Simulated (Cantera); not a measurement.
Mixture: CH₄ : O₂ : N₂ = 1 : 3.92 : 14.7 (molar parts), equivalence ratio 0.51, at 0.987 atm, adiabatic and at constant volume. Ignition delay is the time to a rise of 400 K.

Computed with Cantera and GRI-Mech 3.0 (53 species, 325 reactions).

**Question.** Predict: delay at 1050 K; delay at 1100 K; delay at 1150 K; delay at 1200 K; delay at 1250 K; delay at 1300 K; delay at 1350 K; apparent activation energy between 1250 and 1350 K.

**Answer.** 
- delay at 1050 K = 0.324 s
- delay at 1100 K = 0.142 s
- delay at 1150 K = 65.2 ms
- delay at 1200 K = 31.1 ms
- delay at 1250 K = 15.5 ms
- delay at 1300 K = 8.04 ms
- delay at 1350 K = 4.35 ms
- apparent activation energy between 1250 and 1350 K = 180 kJ/mol
